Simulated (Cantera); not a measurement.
**Reactions in the system Cu-H-N-O**

Standard-state values (1 bar) from the NASA 1993 polynomials, evaluated with Cantera. Values are per mole of reaction as written; species without (g) are pure solids or liquids, kept so even where they would boil at 1 bar.

6 Cu₂O + 2 NH₃(g) → 12 Cu + 2 N(g) + 3 H₂O₂(g)

| T (K) | ΔH° (kJ) | ΔS° (J/K) | ΔG° (kJ) | log10 K | condensed phases |
|---|---|---|---|---|---|
| 1075 | 1641.9 | 456.4 | 1151.2 | -55.94 | Cu₂O(s), Cu(s) |
| 1150 | 1639.7 | 454.4 | 1117.1 | -50.74 | Cu₂O(s), Cu(s) |
| 1225 | 1637.3 | 452.4 | 1083.1 | -46.18 | Cu₂O(s), Cu(s) |
| 1300 | 1634.8 | 450.4 | 1049.2 | -42.16 | Cu₂O(s), Cu(s) |
| 1375 | 1789.8 | 564.6 | 1013.5 | -38.50 | Cu₂O(s), Cu(l) |
| 1450 | 1786.4 | 562.1 | 971.3 | -34.99 | Cu₂O(s), Cu(l) |
| 1525 | 1393.0 | 302.7 | 931.4 | -31.90 | Cu₂O(l), Cu(l) |
